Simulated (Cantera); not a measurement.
Premixed flame

A freely propagating, adiabatic, planar premixed flame of 40.3 % H2, 12.6 % O2, 47.1 % N2, unburnt at 373 K and 1.00 bar; mixture-averaged transport, grid criteria slope 0.08 and curve 0.16, no radiation.

Model: the H2/O2 subset of GRI-Mech 3.0, which has no nitrogen chemistry, integrated in Cantera. Burning velocities carry a grid error of a few per cent, more on coarse grids.

| z (mm) | T (K) | u (m/s) | x H2 | x O2 | x H | x OH | x O | x H2O2 |
|---|---|---|---|---|---|---|---|---|
| -1.08 | 373 | 4.30 | 0.403 | 0.126 | <1e-8 | <1e-8 | <1e-8 | <1e-8 |
| -0.723 | 373 | 4.30 | 0.403 | 0.126 | <1e-8 | <1e-8 | <1e-8 | <1e-8 |
| -0.542 | 373 | 4.30 | 0.403 | 0.126 | <1e-8 | <1e-8 | <1e-8 | <1e-8 |
| -0.361 | 373 | 4.30 | 0.403 | 0.126 | <1e-8 | <1e-8 | <1e-8 | <1e-8 |
| -0.181 | 388 | 4.44 | 0.399 | 0.126 | 7.50e-6 | 1.25e-5 | 1.66e-6 | 5.66e-6 |
| -0.0903 | 660 | 7.34 | 0.365 | 0.121 | 0.00444 | 0.00107 | 0.000178 | 7.86e-5 |
| 0 | 1114 | 12.0 | 0.276 | 0.0903 | 0.0341 | 0.00187 | 0.00255 | 8.01e-6 |
| 0.0903 | 1432 | 15.2 | 0.181 | 0.0352 | 0.0689 | 0.00478 | 0.00520 | 2.05e-6 |
| 0.181 | 1583 | 16.8 | 0.144 | 0.0106 | 0.0785 | 0.00625 | 0.00418 | 1.29e-6 |
| 0.361 | 1719 | 18.1 | 0.139 | 0.00289 | 0.0707 | 0.00723 | 0.00301 | 7.57e-7 |
| 0.723 | 1850 | 19.3 | 0.146 | 0.00176 | 0.0555 | 0.00746 | 0.00217 | 4.05e-7 |
| 1.45 | 1975 | 20.4 | 0.153 | 0.00104 | 0.0405 | 0.00685 | 0.00134 | 2.06e-7 |
| 2.89 | 2079 | 21.3 | 0.158 | 0.000535 | 0.0279 | 0.00557 | 0.000704 | 1.06e-7 |
x: mole fraction of selected species; z is measured from the peak of heat release.

The laminar burning velocity comes out as 430 cm/s. The thermal thickness comes out as 0.361 mm. The peak x(H) comes out as 0.0786, the peak x(OH) is 0.00748 and the peak x(O) comes out as 0.00520. The peak x(H2O2) comes out as 8.11e-5.
